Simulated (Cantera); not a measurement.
An isothermal, constant-pressure homogeneous reactor starts with N₂O = 1 (molar parts), at 1425 K and 58.5 Torr. Integrator tolerance rtol = 1e-08.

Computed with Cantera and GRI-Mech 3.0 (53 species, 325 reactions). GRI-Mech 3.0 was tuned for natural gas; its chemistry of N2O as a main component is partial and can be far from experiment. The temperature is held fixed by assumption; the heat of reaction is taken as removed at once.

Question: What does this change do: temperature 1425 to 1175 K?

Answer: 
| quantity | before | after |
|---|---|---|
| x(N₂O) at 50.0 s | 4.95e-6 (gas-phase equilibrium 1.56e-8) | 0.172 (gas-phase equilibrium 3.43e-9) |
| x(NO₂) at 50.0 s | 0.000283 (gas-phase equilibrium 2.31e-6) | 5.41e-5 (gas-phase equilibrium 1.26e-6) |
| x(O) at 50.0 s | 2.59e-6 (gas-phase equilibrium 2.88e-6) | 1.06e-6 (gas-phase equilibrium 3.04e-8) |
| x(O₂) at 50.0 s | 0.267 (gas-phase equilibrium 0.333) | 0.250 (gas-phase equilibrium 0.333) |
| x(NO) at 50.0 s | 0.133 (gas-phase equilibrium 0.000968) | 0.0513 (gas-phase equilibrium 0.000187) |
| x(N₂) at 50.0 s | 0.600 (gas-phase equilibrium 0.666) | 0.526 (gas-phase equilibrium 0.667) |
The mechanism lacks the step 2 NO + O2 → 2 NO2, which can matter for NO2 below about 1400 K.

Question: What does this change do: temperature 1425 to 1150 K?

Answer: 
```json
[
 {"quantity": "x(N₂O) at 50.0 s", "before": "4.95e-6 (gas-phase equilibrium 1.56e-8)", "after": "0.322 (gas-phase equilibrium 2.84e-9)"},
 {"quantity": "x(NO₂) at 50.0 s", "before": "0.000283 (gas-phase equilibrium 2.31e-6)", "after": "4.06e-5 (gas-phase equilibrium 1.17e-6)"},
 {"quantity": "x(O) at 50.0 s", "before": "2.59e-6 (gas-phase equilibrium 2.88e-6)", "after": "7.53e-7 (gas-phase equilibrium 1.73e-8)"},
 {"quantity": "x(O₂) at 50.0 s", "before": "0.267 (gas-phase equilibrium 0.333)", "after": "0.207 (gas-phase equilibrium 0.333)"},
 {"quantity": "x(NO) at 50.0 s", "before": "0.133 (gas-phase equilibrium 0.000968)", "after": "0.0381 (gas-phase equilibrium 0.000153)"},
 {"quantity": "x(N₂) at 50.0 s", "before": "0.600 (gas-phase equilibrium 0.666)", "after": "0.433 (gas-phase equilibrium 0.667)"}
]
```
The mechanism lacks the step 2 NO + O2 → 2 NO2, which can matter for NO2 below about 1400 K.

Question: What does this change do: temperature 1425 to 1125 K?

Answer: 
| quantity | before | after |
|---|---|---|
| x(N₂O) at 50.0 s | 4.95e-6 (gas-phase equilibrium 1.56e-8) | 0.494 (gas-phase equilibrium 2.34e-9) |
| x(NO₂) at 50.0 s | 0.000283 (gas-phase equilibrium 2.31e-6) | 2.77e-5 (gas-phase equilibrium 1.08e-6) |
| x(O) at 50.0 s | 2.59e-6 (gas-phase equilibrium 2.88e-6) | 5.04e-7 (gas-phase equilibrium 9.60e-9) |
| x(O₂) at 50.0 s | 0.267 (gas-phase equilibrium 0.333) | 0.156 (gas-phase equilibrium 0.333) |
| x(NO) at 50.0 s | 0.133 (gas-phase equilibrium 0.000968) | 0.0256 (gas-phase equilibrium 0.000124) |
| x(N₂) at 50.0 s | 0.600 (gas-phase equilibrium 0.666) | 0.324 (gas-phase equilibrium 0.667) |
The mechanism lacks the step 2 NO + O2 → 2 NO2, which can matter for NO2 below about 1400 K.
